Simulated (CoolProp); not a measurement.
Vapour-liquid equilibrium of R125 (1) + n-butane (2) at 127 kPa; x and y are mole fractions of (1).

Values from CoolProp's multi-fluid Helmholtz-energy mixture model, Lemmon 2005 and Bücker 2006; pair parameters Bell 2016.

Give the bubble temperature and the first vapour's composition at x = 0.05, 0.725, 0.8. Is there an azeotrope?

x = 0.05: -17.1 °C, y = 0.601; x = 0.725: -42.1 °C, y = 0.904; x = 0.8: -42.4 °C, y = 0.912. No azeotrope shows between x = 0.05 and 0.95.

Pair parameters are fitted to limited data, so mixtures are less certain than the pure fluids. With so large a gap from Raoult's law the liquid may split in two, which this calculation doesn't test in full.
